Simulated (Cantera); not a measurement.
A Cantera script and what it prints.

```python
import numpy as np
import cantera as ct

gas_names = [...]  # 113 gases of nasa_gas.yaml made of C, H, O, Ti
cond_names = """
    C(gr) C6H6(L) C7H8(L) C8H18(L),n-octa H2O(s) H2O(L) Ti(a) Ti(b) Ti(L) TiC(s) TiC(L) TiO(a) TiO(b)
    TiO(L) TiO2(ru) TiO2(L) Ti2O3(a) Ti2O3(b) Ti2O3(L) Ti3O5(a) Ti3O5(b) Ti3O5(L) Ti4O7(s) Ti4O7(L)
""".split()


# ... load() reads the species with a 1 bar reference pressure and builds the phases ...
atoms = {
    'Ti(OiPr)4': {'Ti': 1, 'C': 12, 'H': 28, 'O': 4},
    'H2': {'H': 2},
}
top_T = {'C(gr)': 4500}  # K; cautious upper limits of use, not melting points


# ... equilibrate(T, P, feed) seeds the gas with the atoms and calls Mixture.equilibrate('TP', solver="vcs", rtol=1e-11, max_steps=5000) ...
results = []
feed = {'Ti(OiPr)4': 1, 'H2': 14}  # mol
T = 1925  # K
P = 3700  # Pa
mix = equilibrate(T, P, feed)
results.append((T, P, feed, dict(zip(mix.species_names, mix.species_moles))))
print(gas.report(threshold=1e-05))
for i in range(1, mix.n_phases):
    print(f"{mix.phase(i).name:16s} {mix.phase_moles(i):12.5e} mol")
```

Result:

```
       temperature   1925 K
          pressure   3700 Pa
           density   0.0012166 kg/m^3
  mean mol. weight   5.2629 kg/kmol
   phase of matter   gas

                          1 kg             1 kmol
                     ---------------   ---------------
          enthalpy        7.2463e+06        3.8136e+07  J
   internal energy        4.2051e+06        2.2131e+07  J
           entropy             43059        2.2662e+05  J/K
    Gibbs function       -7.5642e+07        -3.981e+08  J
 heat capacity c_p            6493.5             34175  J/K
 heat capacity c_v            4913.7             25860  J/K

                      mass frac. Y      mole frac. X     chem. pot. / RT
                     ---------------   ---------------   ---------------
               CH4         4.462e-05        1.4638e-05           -48.275
                CO           0.66374           0.12471           -39.858
    C2H2,acetylene         0.0019715        0.00039848           -28.164
                 H        0.00088801         0.0046364           -11.398
                H2           0.33335           0.87024           -22.795
     [ +108 minor]        8.7053e-06        2.5231e-06

C(gr)             6.97392e+00 mol
Ti(b)             0.00000e+00 mol
TiC(s)            1.00000e+00 mol
TiO(b)            0.00000e+00 mol
TiO2(ru)          0.00000e+00 mol
Ti2O3(b)          0.00000e+00 mol
Ti3O5(b)          0.00000e+00 mol
Ti4O7(s)          0.00000e+00 mol
```

Equilibrium computed with Cantera from the NASA thermochemical tables; the gas is ideal and each condensed phase is pure. The feed counts by its element totals alone. TiC: taken at fixed stoichiometry.
